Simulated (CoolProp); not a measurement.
Properties of octamethyltrisiloxane (MDM) along the isobar 0.724 MPa.

Values from CoolProp's reference Helmholtz-energy equation of state, Thol 2017.

```json
[
 {"T (K)": "506.9", "phase": "liquid", "density (kg/m³)": "554.3", "cp (kJ/(kg K))": "2.395", "cv (kJ/(kg K))": "1.989", "speed of sound (m/s)": "264.7", "Joule-Thomson coefficient (K/MPa)": "[?]"},
 {"T (K)": "511.8", "phase": "liquid", "density (kg/m³)": "543.9", "cp (kJ/(kg K))": "2.426", "cv (kJ/(kg K))": "2.001", "speed of sound (m/s)": "247.7", "Joule-Thomson coefficient (K/MPa)": "0.8142"},
 {"T (K)": "516.7", "phase": "liquid", "density (kg/m³)": "532.6", "cp (kJ/(kg K))": "2.463", "cv (kJ/(kg K))": "2.013", "speed of sound (m/s)": "230.0", "Joule-Thomson coefficient (K/MPa)": "1.005"},
 {"T (K)": "526.4", "phase": "gas", "density (kg/m³)": "55.76", "cp (kJ/(kg K))": "2.218", "cv (kJ/(kg K))": "2.009", "speed of sound (m/s)": "93.15", "Joule-Thomson coefficient (K/MPa)": "22.19"},
 {"T (K)": "531.2", "phase": "gas", "density (kg/m³)": "53.98", "cp (kJ/(kg K))": "2.203", "cv (kJ/(kg K))": "2.016", "speed of sound (m/s)": "96.45", "Joule-Thomson coefficient (K/MPa)": "20.32"},
 {"T (K)": "536.1", "phase": "gas", "density (kg/m³)": "52.38", "cp (kJ/(kg K))": "2.192", "cv (kJ/(kg K))": "[?]", "speed of sound (m/s)": "[?]", "Joule-Thomson coefficient (K/MPa)": "18.74"},
 {"T (K)": "541", "phase": "gas", "density (kg/m³)": "50.95", "cp (kJ/(kg K))": "2.186", "cv (kJ/(kg K))": "[?]", "speed of sound (m/s)": "102.3", "Joule-Thomson coefficient (K/MPa)": "17.40"},
 {"T (K)": "545.8", "phase": "gas", "density (kg/m³)": "49.69", "cp (kJ/(kg K))": "2.182", "cv (kJ/(kg K))": "2.038", "speed of sound (m/s)": "104.8", "Joule-Thomson coefficient (K/MPa)": "16.28"},
 {"T (K)": "550.7", "phase": "gas", "density (kg/m³)": "48.51", "cp (kJ/(kg K))": "2.180", "cv (kJ/(kg K))": "2.046", "speed of sound (m/s)": "107.1", "Joule-Thomson coefficient (K/MPa)": "15.28"},
 {"T (K)": "555.6", "phase": "gas", "density (kg/m³)": "47.42", "cp (kJ/(kg K))": "2.180", "cv (kJ/(kg K))": "2.054", "speed of sound (m/s)": "109.3", "Joule-Thomson coefficient (K/MPa)": "14.39"},
 {"T (K)": "560.4", "phase": "gas", "density (kg/m³)": "46.44", "cp (kJ/(kg K))": "2.181", "cv (kJ/(kg K))": "2.062", "speed of sound (m/s)": "111.4", "Joule-Thomson coefficient (K/MPa)": "13.62"},
 {"T (K)": "565.3", "phase": "gas", "density (kg/m³)": "45.51", "cp (kJ/(kg K))": "2.183", "cv (kJ/(kg K))": "2.070", "speed of sound (m/s)": "113.4", "Joule-Thomson coefficient (K/MPa)": "12.92"},
 {"T (K)": "570.1", "phase": "gas", "density (kg/m³)": "44.66", "cp (kJ/(kg K))": "2.185", "cv (kJ/(kg K))": "2.078", "speed of sound (m/s)": "115.2", "Joule-Thomson coefficient (K/MPa)": "12.29"},
 {"T (K)": "575", "phase": "gas", "density (kg/m³)": "43.84", "cp (kJ/(kg K))": "2.189", "cv (kJ/(kg K))": "2.087", "speed of sound (m/s)": "117.0", "Joule-Thomson coefficient (K/MPa)": "11.71"}
]
```

Problem. What belongs in the gaps?

Solution. 
- 506.9, Joule-Thomson coefficient (K/MPa): 0.6650
- 536.1, cv (kJ/(kg K)): 2.023
- 536.1, speed of sound (m/s): 99.49
- 541, cv (kJ/(kg K)): 2.031
